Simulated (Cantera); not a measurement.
Feed: 1 mol SiCl4, 0.59 mol HCl, 18 mol N2, equilibrated at 1325 °C and 9600 Pa.

Method: chemical equilibrium by Gibbs-energy minimisation in Cantera with the NASA 1993 tables (ideal gas, pure condensed phases). Candidate condensed phases: NH4Cl, Si, Si3N4; 28 gas species. The tables' values for SiCl3 are old estimates; treat these amounts as uncertain. Rates play no part.

Base state: N2 0.916, SiCl4 0.0483, HCl 0.0300, Cl 0.00271, SiCl3 0.00229, SiCl2 0.000268, Cl2 5.99e-5 (mole fractions); condensed: gas only.

What changes in the equilibrium state with this change: pressure from 9600 Pa to 100 Pa?


```tsv
species	before	after
N2	0.916	0.890
Cl	0.00271	0.0317
HCl	0.0300	0.0292
SiCl4	0.0483	0.0280
SiCl2	0.000268	0.0105
SiCl3	0.00229	0.0109
Cl2	5.99e-5	8.53e-5
```
